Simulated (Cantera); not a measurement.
Transport properties of process gases

Gas mixture: 100 % N2O, at 0.132 atm, frozen composition.

Cantera's kinetic-theory transport with the Lennard-Jones parameters of GRI-Mech 3.0, ideal gas; thermal conductivity in the mixture-averaged form. The composition is frozen, though it would react at the higher temperatures.

| T (K) | ρ (kg/m³) | cp (J/kg/K) | μ (µPa s) | λ (mW/m/K) | Pr | D (cm²/s) H | D (cm²/s) C2H2 | D (cm²/s) NH3 |
|---|---|---|---|---|---|---|---|---|
| 400 | 0.176 | 970.3 | 19.5 | 25.5 | 0.741 | 12.6 | 1.60 | 2.14 |
| 550 | 0.128 | 1073 | 25.5 | 37.0 | 0.739 | 22.4 | 2.86 | 3.95 |
| 700 | 0.101 | 1150 | 30.8 | 47.9 | 0.739 | 34.1 | 4.40 | 6.19 |
| 850 | 0.0830 | 1210 | 35.6 | 58.2 | 0.739 | 47.7 | 6.17 | 8.81 |
| 1000 | 0.0706 | 1255 | 40.0 | 68.0 | 0.739 | 62.9 | 8.17 | 11.8 |
| 1150 | 0.0614 | 1285 | 44.1 | 77.1 | 0.736 | 79.7 | 10.4 | 15.1 |
D: mixture-averaged diffusion coefficient of that species in the mixture.
